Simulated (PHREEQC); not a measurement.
Solution (25 °C): 0.0013 mol HF, 0.23 mol CsF and 0.076 mol HCl per kg of water. Closed to the air; pH follows from the charge balance.

Computed with PHREEQC (ion-association model, wateq4f.dat).

```tsv
quantity	before	after
pH	3.48	3.64
ionic strength (mol/kgw)	0.230	0.230
F- (mol/kgw)	0.131	0.128
HF (mol/kgw)	0.0434	0.0458
HF2- (mol/kgw)	0.0231	0.0267
H2F2 (mol/kgw)	0.00518	0.00224
```

Problem. Which change was made?
A) temperature from 25 to 75 °C
B) temperature from 25 to 50 °C
C) HF left out
D) HF from 0.0013 to 0.0065 mol/kgw
E) diluted 10-fold with water

Solution. B, temperature from 25 to 50 °C

Precipitation was switched off in this run. Away from 25 °C the constants follow the database's enthalpies or fits; those with neither stay at their 25 °C values.
